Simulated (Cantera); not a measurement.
## N2O furnace oxynitridation

An isothermal, constant-pressure homogeneous reactor starts with N₂O : O₂ = 1 : 0.16 (molar parts), at 1048 K and 0.520 bar.

Cantera simulation using GRI-Mech 3.0 (53 species, 325 reactions); the numbers are that mechanism's predictions, not measurements. GRI-Mech 3.0 was tuned for natural gas; its chemistry of N2O as a main component is partial and can be far from experiment. The mechanism lacks the step 2 NO + O2 → 2 NO2, which can matter for NO2 below about 1400 K. The temperature is held fixed by assumption; the heat of reaction is taken as removed at once.

| t (s) | x N₂O | x O₂ | x N₂ | x NO₂ | x NO | x O |
|---|---|---|---|---|---|---|
| 1.00e-5 | 0.862 | 0.138 | 5.74e-8 | <1e-12 | 9.47e-10 | 3.98e-8 |
| 4.27e-5 | 0.862 | 0.138 | 3.15e-7 | <1e-12 | 1.17e-8 | 9.64e-8 |
| 0.000182 | 0.862 | 0.138 | 1.62e-6 | <1e-12 | 8.11e-8 | 1.15e-7 |
| 0.000777 | 0.862 | 0.138 | 7.28e-6 | 3.52e-12 | 3.86e-7 | 1.15e-7 |
| 0.00331 | 0.862 | 0.138 | 3.14e-5 | 6.73e-11 | 1.69e-6 | 1.15e-7 |
| 0.0141 | 0.862 | 0.138 | 0.000134 | 1.22e-9 | 7.23e-6 | 1.15e-7 |
| 0.0603 | 0.861 | 0.138 | 0.000573 | 2.13e-8 | 3.08e-5 | 1.15e-7 |
| 0.257 | 0.858 | 0.139 | 0.00244 | 3.21e-7 | 0.000131 | 1.15e-7 |
| 1.10 | 0.847 | 0.142 | 0.0103 | 3.14e-6 | 0.000552 | 1.15e-7 |
| 4.69 | 0.800 | 0.155 | 0.0423 | 1.68e-5 | 0.00225 | 1.13e-7 |
| 20.0 | 0.637 | 0.202 | 0.154 | 6.35e-5 | 0.00800 | 1.04e-7 |
x: mole fraction; the columns are a selection and need not sum to one.

Equilibrium at this temperature and pressure: N₂O 3.10e-9, O₂ 0.398, N₂ 0.602, NO₂ 2.42e-6, NO 6.26e-5, O 5.57e-10 (gas phase only).
